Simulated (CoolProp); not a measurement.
Values from CoolProp's reference Helmholtz-energy equation of state, Thol 2018.

### Question
Give the vapour pressure (bar), vapour density (kg/m³) of saturated hydrogen chloride at 169.6, 174.7, 185 K.

### Answer
| T (K) | p (bar) | vapour density (kg/m³) |
|---|---|---|
| 169.6 | 0.310 | 0.813 |
| 174.7 | 0.442 | 1.13 |
| 185 | 0.843 | 2.05 |
